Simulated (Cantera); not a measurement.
A closed system holds: 1 mol C2H2, 0.064 mol NH3, 0.4 mol N2, equilibrated at 1.00 bar.

Cantera equilibrium calculation (NASA polynomials, part measured and part estimated; ideal gas, pure solids and liquids). Candidate condensed phases: C, C6H6, C7H8, C8H18; 92 gas species. Rates play no part.

Over these rows the condensed part is C(graphite). Partial pressures as log10 of bar:

```
T (K)  1000/T (1/K)  log p HCN  log p H2  log p N2
-----  ------------  ---------  --------  --------
1323         0.7559      -3.94     -0.15     -0.55
1423         0.7027          ?     -0.15     -0.55
1523         0.6566      -3.25     -0.15     -0.55
1623         0.6161      -2.98     -0.15     -0.55
1723         0.5804      -2.73     -0.15     -0.55
1823         0.5485      -2.51     -0.15     -0.55
```

Q: Fit log p(HCN) = a + b·(1000/T) to the five rows, give the apparent enthalpy, and predict the row at 1423 K.

A: Means: 1000/T = 0.6315, log p = -3.082. Sxy = -0.177986, Sxx = 0.0258427, so b = -6.89 and a = -3.082 − (-6.89)×0.6315 = 1.27.
Apparent enthalpy: −19.145 × (-6.89) = 132 kJ/mol. With the condensed phases at unit activity, C(graphite) + 1/2 H2(g) + 1/2 N2(g) = HCN(g) links this pressure to the main gases: over the six rows their terms move log p by +0.00 in all, so the slope is close to that reaction's ΔH°. The five rows lie within 0.01 of the line.
Prediction at 1423 K: 1.27 + (-6.89)×0.7027 = -3.57. The computed value is -3.57, 0.00 from the line.
